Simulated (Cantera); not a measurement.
Feed: 1 mol CS₂, 0.084 mol SO₂, equilibrated at 1800 °C and 0.00160 bar.

Cantera equilibrium calculation (NASA polynomials, part measured and part estimated; ideal gas, pure solids and liquids). Equilibrium is a limit: real reactors are often held back by kinetics, nucleation or transport.

```tsv
species	before	after
S	0.0669	0.525
CS	0.357	0.376
CO	0.109	0.0763
S₂	0.282	0.0207
CS₂	0.185	0.00185
C	1.39e-8	0.000139
COS	4.16e-5	2.21e-6
```
Gas species are given as mole fractions.

### Question
What was changed between the two runs?
A) temperature from 1800 °C to 2550 °C
B) temperature from 1800 °C to 2027 °C
C) pressure from 0.00160 bar to 5.00 bar
D) SO₂ from 0.084 to 0.051 mol

### Answer
A, temperature from 1800 °C to 2550 °C
